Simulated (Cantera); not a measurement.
Feed: 1 mol SiF4, 5.1 mol NO, 3.9 mol N2, equilibrated at 1350 K and 69.0 Pa.

These are equilibrium values from Cantera (NASA tables, ideal gas, pure condensed phases), not measurements of a reactor. Candidate condensed phases: Si, SiO2, Si2N2O, Si3N4; 28 gas species. Rates play no part.

Base state: N2 0.645, O2 0.255, SiF4 0.1000, NO 0.000540 (mole fractions); condensed: gas only.

Problem. What changes in the equilibrium state with this change: NO from 5.1 to 0.51 mol?

Solution. 
```tsv
species	before	after
N2	0.645	0.768
SiF4	0.1000	0.185
O2	0.255	0.0470
NO	0.000540	0.000253
```
